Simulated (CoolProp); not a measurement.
Vapour-liquid equilibrium of R125 (1) + R152A (2) at 0.366 MPa; x and y are mole fractions of (1).

Model: multi-fluid Helmholtz-energy mixture model, Lemmon 2005 and Outcalt 1996; pair parameters Bell 2016, in CoolProp.

| x | bubble temperature (K) | y at the bubble point | dew temperature at overall composition x (K) | liquid density (mol/L) |
|---|---|---|---|---|
| 0.05 | 280.5 | 0.109 | 281.6 | 14.07 |
| 0.125 | 277.6 | 0.246 | 280.1 | 13.87 |
| 0.2 | 275.1 | 0.361 | 278.6 | 13.67 |
| 0.275 | 272.8 | 0.459 | 277.0 | 13.48 |
| 0.35 | 270.6 | 0.546 | 275.3 | 13.28 |
| 0.425 | 268.6 | 0.623 | 273.6 | 13.09 |
| 0.5 | 266.7 | 0.692 | 271.8 | 12.89 |
| 0.575 | 264.9 | 0.755 | 269.9 | 12.70 |
| 0.65 | 263.1 | 0.812 | 267.9 | 12.52 |
| 0.725 | 261.3 | 0.863 | 265.8 | 12.33 |
| 0.8 | 259.6 | 0.908 | 263.4 | 12.14 |
| 0.875 | 257.9 | 0.947 | 260.8 | 11.96 |
| 0.95 | 256.4 | 0.981 | 257.8 | 11.77 |

No azeotrope shows between x = 0.05 and 0.95.

The pair parameters rest on a limited set of measurements; away from them the model extrapolates.
